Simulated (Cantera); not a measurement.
A closed system holds: 1 mol Na2SO4, 0.44 mol H2O, 2.1 mol O2, 0.096 mol H2, equilibrated at 0.000910 bar.

Cantera equilibrium calculation (NASA polynomials, part measured and part estimated; ideal gas, pure solids and liquids). Candidate condensed phases: H2O, H2SO4, Na, NaOH, NaO2, Na2O, Na2O2, Na2S, Na2SO4, S; 27 gas species. Equilibrium is a limit: real reactors are often held back by kinetics, nucleation or transport.

x: gas mole fraction; n: condensed amount in mol.

```tsv
T (K)	x O2	x Na	x H2O	x SO2	x NaOH	x Na2SO4	x OH	n Na2SO4(l)
1450	0.743	0.0114	0.175	0.0214	0.0314	0.0177	0.000520	0.890
1500	___	___	___	___	___	___	0.000704	___
1550	0.509	___	___	___	___	___	0.000688	___
1600	0.478	0.221	0.0530	0.149	0.0753	0.0212	0.000911	0
1650	0.469	0.253	0.0558	0.156	0.0586	0.00343	0.00135	0
1700	0.466	0.268	0.0610	0.156	0.0441	0.000518	0.00200	0
1750	0.464	0.277	0.0653	0.155	0.0329	8.36e-5	0.00287	0
```

**Question.** Some entries are withheld; supply them.

**Answer.** 
- 1500, x O2: 0.674
- 1500, x Na: 0.0411
- 1500, x H2O: 0.136
- 1500, x SO2: 0.0505
- 1500, x NaOH: 0.0598
- 1500, x Na2SO4: 0.0374
- 1500, n Na2SO4(l): 0.717
- 1550, x Na: 0.147
- 1550, x H2O: 0.0646
- 1550, x SO2: 0.117
- 1550, x NaOH: 0.0863
- 1550, x Na2SO4: 0.0747
- 1550, n Na2SO4(l): 0.0492
